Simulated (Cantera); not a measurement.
An isothermal, constant-pressure homogeneous reactor starts with C₂H₆ : N₂ = 1 : 2.6 (molar parts), at 1325 K and 1.00 bar. Integrator tolerance rtol = 1e-08.

Model: GRI-Mech 3.0 (53 species, 325 reactions), integrated in Cantera. GRI-Mech 3.0 stops at C3 and has no aromatics, soot or wall deposition, so with more carbon than oxygen in the feed, carbon stays in small species such as C2H2 where larger ones or solid carbon would form.

```json
[
 {"quantity": "x(C₂H₆) at 20.0 s", "before": "0.000235 (gas-phase equilibrium 0.000180)", "after": "9.28e-6 (gas-phase equilibrium 6.49e-6)"},
 {"quantity": "x(C₂H₂) at 20.0 s", "before": "0.103 (gas-phase equilibrium 0.0717)", "after": "0.154 (gas-phase equilibrium 0.115)"},
 {"quantity": "x(H₂) at 20.0 s", "before": "0.171 (gas-phase equilibrium 0.177)", "after": "0.289 (gas-phase equilibrium 0.312)"},
 {"quantity": "x(CH₃) at 20.0 s", "before": "1.24e-5 (gas-phase equilibrium 1.11e-5)", "after": "9.57e-6 (gas-phase equilibrium 7.21e-6)"},
 {"quantity": "x(CH₄) at 20.0 s", "before": "0.142 (gas-phase equilibrium 0.143)", "after": "0.0554 (gas-phase equilibrium 0.0361)"},
 {"quantity": "x(C₂H) at 20.0 s", "before": "2.49e-10 (gas-phase equilibrium 1.54e-10)", "after": "7.43e-10 (gas-phase equilibrium 6.40e-10)"}
]
```

Task: What was changed between the two runs?
A) N2 2.6 to 0.44 parts
B) N2 2.6 to 1.4 parts
C) N2 2.6 to 0.27 parts
D) pressure from 1.00 bar to 0.0850 bar

Result: D, pressure from 1.00 bar to 0.0850 bar
